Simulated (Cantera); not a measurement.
What does this Cantera script print?

```python
import numpy as np
import cantera as ct

gas = ct.Solution("h2o2.yaml")
gas.TPX = 1298, 1333, {'H2': 0.013, 'O2': 1}
reactor = ct.IdealGasConstPressureReactor(gas, energy="off", clone=False)
net = ct.ReactorNet([reactor])
net.rtol, net.atol = 1e-08, 1e-18
show = ['H2', 'O2', 'H2O', 'H2O2', 'HO2']
times = np.geomspace(5e-05, 5, 11)

steps = ct.SolutionArray(gas, extra=["t"])
rows = []
print(f"{'t/s':>10s}{'T/K':>9s}{'P/Pa':>11s}" + "".join(f"{s:>11s}" for s in show))
for t in times:
    while net.time < t:
        t_next = net.step()
        steps.append(gas.state, t=t_next)
    rows.append([np.interp(t, steps.t, y) for y in (steps.T, steps.P, *steps(*show).X.T)])
    print(f"{t:10.3e}{rows[-1][0]:9.1f}{rows[-1][1]:11.4g}" + "".join(f"{x:11.3e}" for x in rows[-1][2:]))
rate = np.gradient(steps.T, steps.t)
print("integrator steps:", len(steps.t))
if steps.T.max() > steps.T[0] + 200:
    print(f"time of steepest temperature rise: {steps.t[rate.argmax()]:.4e} s")
gas.TPX = 1298, 1333, {'H2': 0.013, 'O2': 1}
gas.equilibrate("TP")
print(f"equilibrium (TP): T = {gas.T:.1f} K  " + "  ".join(f"{s} {gas[s].X[0]:.3e}" for s in show))
```

Result:

```
       t/s      T/K       P/Pa         H2         O2        H2O       H2O2        HO2
 5.000e-05   1298.0       1333  1.283e-02  9.872e-01  1.445e-10  1.851e-13  3.225e-09
 1.581e-04   1298.0       1333  1.283e-02  9.872e-01  2.649e-09  1.834e-12  1.020e-08
 5.000e-04   1298.0       1333  1.283e-02  9.872e-01  4.662e-08  1.783e-11  3.230e-08
 1.581e-03   1298.0       1333  1.283e-02  9.872e-01  2.779e-06  1.650e-10  1.056e-07
 5.000e-03   1298.0       1333  2.104e-03  9.774e-01  8.953e-03  6.112e-08  1.193e-06
 1.581e-02   1298.0       1333  6.404e-05  9.757e-01  1.186e-02  1.887e-08  7.557e-07
 5.000e-02   1298.0       1333  5.549e-05  9.773e-01  1.198e-02  1.840e-08  7.070e-07
 1.581e-01   1298.0       1333  3.706e-05  9.806e-01  1.223e-02  1.685e-08  5.814e-07
 5.000e-01   1298.0       1333  1.455e-05  9.845e-01  1.255e-02  1.266e-08  3.533e-07
 1.581e+00   1298.0       1333  3.056e-06  9.865e-01  1.276e-02  6.268e-09  1.343e-07
 5.000e+00   1298.0       1333  4.679e-07  9.870e-01  1.286e-02  1.925e-09  3.486e-08
integrator steps: 1173
equilibrium (TP): T = 1298.0 K  H2 9.488e-09  O2 9.871e-01  H2O 1.291e-02  H2O2 7.997e-11  HO2 1.432e-08
```

Model: the H2/O2 subset of GRI-Mech 3.0, which has no nitrogen chemistry, integrated in Cantera. Radical loss at walls, strong at low pressure, is not modelled.
